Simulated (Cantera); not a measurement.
Cantera with NASA thermochemical tables; ideal gases at 1 bar, condensed phases pure. Values are per mole of reaction as written; species without (g) are pure solids or liquids, kept so even where they would boil at 1 bar. TaC: taken at fixed stoichiometry.

3 Ta + 3 CO2(g) + 2 N2O(g) = 4 NO2(g) + 3 TaC, with ΔH° = 721.8 kJ and ΔS° = -118.0 J/K at 300 K.

### Question
How far is the shortcut ΔG° ≈ ΔH°(300 K) − T·ΔS°(300 K) from the full temperature-dependent value at 1650, 1675, 1700, 1725, 1750, 1775, 1800 K?

### Answer
```csv
T (K),shortcut (kJ),full (kJ),difference (kJ),difference in log10 K
1650,916.5,911.8,4.7,-0.15
1675,919.5,914.5,5.0,-0.15
1700,922.4,917.2,5.2,-0.16
1725,925.4,920.0,5.4,-0.16
1750,928.3,922.7,5.6,-0.17
1775,931.3,925.4,5.8,-0.17
1800,934.2,928.1,6.1,-0.18
```
The shortcut ignores the heat-capacity change of the reaction.
